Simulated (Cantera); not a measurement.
Input: 1 mol V, 13 mol NH₃, 0.00063 mol O₂, at 1000 Pa.

Equilibrium computed with Cantera from the NASA thermochemical tables; the gas is ideal and each condensed phase is pure. Candidate condensed phases: H₂O, V, VN, VO, V₂O₃, V₂O₄, V₂O₅; 28 gas species. VN: taken at fixed stoichiometry. Condensed phases not in the tables: V₂N. Kinetics and transport are ignored.

Task: At 927 °C, list the 3 most abundant gas species with their mole fractions, and the condensed phases.

Result: H₂ 0.765, N₂ 0.235, H₂O 4.94e-5. Condensed: VN(s).
